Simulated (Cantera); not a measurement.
Input: 1 mol SiO2, 6.4 mol H2, at 1602 °C.

Cantera equilibrium calculation (NASA polynomials, part measured and part estimated; ideal gas, pure solids and liquids). Candidate condensed phases: H2O, Si, SiO2; 18 gas species. The tables hold silica as quartz up to 1696 K and as liquid above; real silica turns to tridymite and cristobalite and melts near 1996 K. Rates play no part.

Question: What share of the Si ends up in condensed phases as a function of P (Pa), at 1, 10, 100, 1000, 10000, 100000, 1000000?

Answer: 
```csv
P (Pa),Si condensed (%),as
1,0.0,-
10,0.0,-
100,39.8,SiO2(condensed)
1000,80.9,SiO2(condensed)
10000,94.0,SiO2(condensed)
100000,98.1,SiO2(condensed)
1000000,99.4,SiO2(condensed)
```
